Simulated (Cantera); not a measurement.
Cantera run:

```python
import numpy as np
import cantera as ct

gas_names = [...]  # 109 gases of nasa_gas.yaml made of C, Cl, H, Si
cond_names = """
    C(gr) C6H6(L) C7H8(L) C8H18(L),n-octa Si(cr) Si(L) SiC(b)
""".split()


# ... load() reads the species with a 1 bar reference pressure and builds the phases ...
atoms = {
    'SiCl4': {'Si': 1, 'CL': 4},
    'C3H8': {'C': 3, 'H': 8},
    'H2': {'H': 2},
}
top_T = {'C(gr)': 4500, 'SiC(b)': 3050}  # K; cautious upper limits of use, not melting points


# ... equilibrate(T, P, feed) seeds the gas with the atoms and calls Mixture.equilibrate('TP', solver="vcs", rtol=1e-11, max_steps=5000) ...
results = []
feed = {'SiCl4': 1, 'C3H8': 0.081, 'H2': 11}  # mol
T = 1800  # K
P = 31000  # Pa
mix = equilibrate(T, P, feed)
results.append((T, P, feed, dict(zip(mix.species_names, mix.species_moles))))
print(gas.report(threshold=0.001))
for i in range(1, mix.n_phases):
    print(f"{mix.phase(i).name:16s} {mix.phase_moles(i):12.5e} mol")
```

Result:

```
       temperature   1800 K
          pressure   31000 Pa
           density   0.028954 kg/m^3
  mean mol. weight   13.978 kg/kmol
   phase of matter   gas

                          1 kg             1 kmol
                     ---------------   ---------------
          enthalpy        1.5466e+06        2.1619e+07  J
   internal energy        4.7597e+05        6.6532e+06  J
           entropy             15922        2.2256e+05  J/K
    Gibbs function       -2.7113e+07       -3.7899e+08  J
 heat capacity c_p            2523.7             35277  J/K
 heat capacity c_v            1928.9             26962  J/K

                      mass frac. Y      mole frac. X     chem. pot. / RT
                     ---------------   ---------------   ---------------
               HCL           0.47691           0.18285           -35.007
                H2           0.10955           0.75955           -20.596
             SiCL2           0.37585          0.053076            -55.63
             SiCL3            0.0301         0.0031297           -80.339
     [ +105 minor]         0.0075927         0.0013984

C(gr)             0.00000e+00 mol
Si(L)             0.00000e+00 mol
SiC(b)            2.42871e-01 mol
```

Cantera equilibrium calculation (NASA polynomials, part measured and part estimated; ideal gas, pure solids and liquids). The tables' values for SiCl3, SiCl are old estimates; treat these amounts as uncertain.
